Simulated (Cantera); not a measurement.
A freely propagating, adiabatic, planar premixed flame of 10.9 % CH4, 7.73 % CO, 17.1 % O2, 64.3 % N2, equivalence ratio 1.5, unburnt at 500 K and 1.30 bar; mixture-averaged transport, grid criteria slope 0.08 and curve 0.16, no radiation.

Detailed kinetics in Cantera: GRI-Mech 3.0 (53 species, 325 reactions). Burning velocities carry a grid error of a few per cent, more on coarse grids.

x: mole fraction of selected species; z is measured from the peak of heat release.

```
z (mm)  T (K)  u (m/s)     x CH4    x CO      x O2    x HCO     x CH3   x H2O2
------  -----  -------  --------  ------  --------  -------  --------  -------
-1.24     501    0.516     0.109  0.0771     0.171    <1e-8     <1e-8  2.83e-8
-0.829    506    0.524     0.108  0.0768     0.169    <1e-8   3.72e-8  3.39e-7
-0.622    524    0.547     0.106  0.0766     0.168    <1e-8   2.25e-7  1.54e-6
-0.415    636    0.671    0.0977  0.0779     0.159    <1e-8   5.01e-6  7.98e-6
-0.207   1099     1.18    0.0656  0.0902     0.118  4.68e-7  0.000340  1.57e-5
-0.104   1488     1.62    0.0362   0.105    0.0771  8.03e-6   0.00191  5.33e-6
0           …     2.00         …   0.119         …        …         …        …
0.104    1995     2.18   0.00143   0.122   0.00995  1.25e-5   0.00101  2.34e-7
0.207    2041     2.22  0.000178   0.117   0.00268  2.76e-6  0.000183  7.25e-8
0.415    2063     2.24         …   0.112         …        …         …        …
0.829    2078     2.25   5.89e-8   0.110  0.000146  1.87e-7   7.31e-8  2.45e-8
1.66     2094     2.27     <1e-8   0.110   7.91e-5  1.37e-7     <1e-8  1.50e-8
3.32     2107     2.28     <1e-8   0.111   3.38e-5  8.98e-8     <1e-8    <1e-8
```

**Question.** Fill in the missing entries.

**Answer.** 
- 0, T (K): 1833
- 0, x CH4: 0.0102
- 0, x O2: 0.0335
- 0, x HCO: 2.35e-5
- 0, x CH3: 0.00295
- 0, x H2O2: 1.11e-6
- 0.415, x CH4: 5.38e-6
- 0.415, x O2: 0.000379
- 0.415, x HCO: 3.22e-7
- 0.415, x CH3: 6.54e-6
- 0.415, x H2O2: 3.56e-8
